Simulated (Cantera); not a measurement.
Input: 1 mol ZrO2, 0.59 mol H2, equilibrated at 1577 °C and 7.50 Torr.

Cantera equilibrium calculation (NASA polynomials, part measured and part estimated; ideal gas, pure solids and liquids). Candidate condensed phases: H2O, Zr, ZrO2; 12 gas species. Rates play no part.

**Question.** What is the equilibrium state?

**Answer.** 
- x(H2): 0.995
- x(H): 0.00537
- n(ZrO2(tetragonal)): 1.00 mol
- gas amount: 0.5916 mol
- log10 activity of Zr(β) (absent): -0.04
